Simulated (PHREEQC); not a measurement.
Solution A (20 mmol/kgw HF, 3.8 mmol/kgw NH4HF2 and 0.11 mmol/kgw H4SiO4) is mixed with solution B (2.6 mmol/kgw (NH4)2CO3) at 5 °C; shares are by mass of water, 1 kg in all. Oxygen alone is held at its pressure in air (log pO2 = -0.68). No CO2 enters from the air. Solids allowed: SiO2(a). Others were left out.

Equilibrium calculation in PHREEQC: ion-association model, wateq4f.dat.

```csv
share of solution B,pH,SiF6-2 (mol/kgw),HCO3- (mol/kgw),CO2 (mol/kgw),HF (mol/kgw)
0,2.55,0.000110,0,0,0.0170
0.05,2.58,0.000105,1.62e-8,0.000130,0.0161
0.1,2.60,9.90e-5,3.42e-8,0.000260,0.0151
0.15,2.62,9.35e-5,5.43e-8,[?],0.0142
0.2,2.65,8.80e-5,7.70e-8,0.000520,[?]
0.25,2.68,8.25e-5,1.03e-7,0.000650,0.0122
0.3,2.71,7.70e-5,1.33e-7,0.000780,0.0112
0.35,2.75,7.15e-5,1.69e-7,0.000910,0.0102
0.4,2.79,6.60e-5,2.12e-7,0.00104,0.00916
0.45,2.84,6.05e-5,2.66e-7,0.00117,[?]
0.5,2.89,5.50e-5,3.35e-7,[?],0.00706
0.55,2.96,4.95e-5,4.27e-7,0.00143,0.00599
0.6,3.04,4.40e-5,5.59e-7,0.00156,0.00491
0.65,3.14,3.85e-5,7.66e-7,0.00169,0.00381
0.7,3.28,3.30e-5,1.14e-6,0.00182,0.00269
0.75,3.51,2.75e-5,2.06e-6,0.00195,0.00156
0.8,4.06,1.96e-5,7.76e-6,0.00207,0.000427
0.85,6.28,5.75e-14,0.000851,0.00136,2.13e-6
0.9,7.88,0,0.00224,9.02e-5,3.58e-8
0.95,9.37,0,0.00229,[?],5.87e-10
1,9.78,0,0.00216,1.11e-6,0
```

Q: Some entries are withheld; supply them.

A: 
- 0.15, CO2 (mol/kgw): 0.000390
- 0.2, HF (mol/kgw): 0.0132
- 0.45, HF (mol/kgw): 0.00812
- 0.5, CO2 (mol/kgw): 0.00130
- 0.95, CO2 (mol/kgw): 3.01e-6

Species that the database lacks are ignored. wateq4f.dat counts part of the HF as a dimer, H2F2, which phreeqc.dat doesn't know; its constant is uncertain. Constants without temperature data keep their 25 °C values here. SiF6-2 is the database's only silicon fluoride.
